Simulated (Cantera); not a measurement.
An adiabatic, constant-volume homogeneous reactor starts with CO : H₂ : O₂ : N₂ = 1 : 0.04 : 0.34 : 2.27 (molar parts), at 1050 K and 760 Torr.

Model: GRI-Mech 3.0 (53 species, 325 reactions), integrated in Cantera.

Question: Predict: time of steepest temperature rise; temperature at 0.200 s; equilibrium temperature; x(CO) at 0.200 s; x(H₂) at 0.200 s; x(O₂) at 0.200 s; x(HO₂) at 0.200 s; x(NO₂) at 0.200 s; x(OH) at 0.200 s.

Answer: 
```
Property                                                               Value
---------------------------------  -----------------------------------------
time of steepest temperature rise                                   0.614 ms
temperature at 0.200 s                                                2645 K
equilibrium temperature                                               2645 K
x(CO) at 0.200 s                         0.123 (gas-phase equilibrium 0.123)
x(H₂) at 0.200 s                   0.000999 (gas-phase equilibrium 0.000999)
x(O₂) at 0.200 s                     0.00511 (gas-phase equilibrium 0.00511)
x(HO₂) at 0.200 s                    4.77e-7 (gas-phase equilibrium 4.77e-7)
x(NO₂) at 0.200 s                    7.79e-7 (gas-phase equilibrium 7.79e-7)
x(OH) at 0.200 s                     0.00218 (gas-phase equilibrium 0.00218)
```
